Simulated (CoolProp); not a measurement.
Saturation properties of R365MFC.

Values from CoolProp's reference Helmholtz-energy equation of state, Lemmon 2016.

```tsv
T (°C)	p (bar)	liquid density (kg/m³)	vapour density (kg/m³)	enthalpy of vaporisation (kJ/kg)	liquid cp (kJ/(kg K))
30.95	0.7181	1244	4.362	192.6	…
39.65	0.9936	1225	5.925	188.4	1.407
48.35	1.347	…	7.903	184.2	1.426
56.95	1.786	1186	10.34	179.7	1.446
65.65	2.336	1165	13.38	175.0	1.467
74.35	3.008	1144	17.10	170.1	1.490
82.95	3.809	1122	21.55	165.0	1.514
91.65	…	1099	…	…	1.541
100.35	5.920	1074	33.49	153.8	1.570
109.05	7.260	…	41.31	147.7	1.604
117.65	8.800	1022	50.58	…	…
126.35	10.60	993.0	61.89	134.1	1.687
135.05	12.66	961.5	75.62	126.4	1.743
```

Question: What belongs in the gaps?

Answer: 
- 30.95, liquid cp (kJ/(kg K)): 1.389
- 48.35, liquid density (kg/m³): 1206
- 91.65, p (bar): 4.777
- 91.65, vapour density (kg/m³): 26.97
- 91.65, enthalpy of vaporisation (kJ/kg): 159.6
- 109.05, liquid density (kg/m³): 1049
- 117.65, enthalpy of vaporisation (kJ/kg): 141.2
- 117.65, liquid cp (kJ/(kg K)): 1.642

It boils at 40.2 °C under 1 atm.
